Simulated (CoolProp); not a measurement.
Vapour-liquid equilibrium of R143a (1) + propane (2) at 0.082 MPa; x and y are mole fractions of (1).

Computed with CoolProp (multi-fluid Helmholtz-energy mixture model, Lemmon and Jacobsen 2000 and Lemmon 2009; pair parameters Bell 2016).

### Question
Give the bubble temperature and the first vapour's composition at x = 0.15, 0.25, 0.75. Is there an azeotrope?

### Answer
x = 0.15: 217.7 K, y = 0.408; x = 0.25: 216.2 K, y = 0.478; x = 0.75: 215.9 K, y = 0.621. y crosses x between x = 0.55 and 0.65: the model has an azeotrope there.

The pair parameters rest on a limited set of measurements; away from them the model extrapolates.
